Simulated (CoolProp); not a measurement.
The fluid at 302.97 K and 0.902 MPa is throttled through a valve to 0.201 MPa with no heat exchange. The same conditions are run with several fluids, on thermodynamics alone (safety and materials aside).

Values from CoolProp's reference Helmholtz-energy equation of state of each fluid (R407C: Lemmon 2003; sulfur hexafluoride: Guder 2009; normal hydrogen: Leachman 2009; R410A: Lemmon 2003; hydrogen sulfide: Lemmon 2006). Blends and air are pseudo-pure fits.

Rank R407C, sulfur hexafluoride, normal hydrogen, R410A, hydrogen sulfide by temperature change (K), highest first.

normal hydrogen (+0.2), sulfur hexafluoride (-6.9), hydrogen sulfide (-12.3), R410A (-14.7), R407C (-15.7)

```json
[
 {"fluid": "R407C", "final density (kg/m³)": "7.54"},
 {"fluid": "sulfur hexafluoride", "final density (kg/m³)": "12.2"},
 {"fluid": "normal hydrogen", "final density (kg/m³)": "0.161"},
 {"fluid": "R410A", "final density (kg/m³)": "6.27"},
 {"fluid": "hydrogen sulfide", "final density (kg/m³)": "2.88"}
]
```
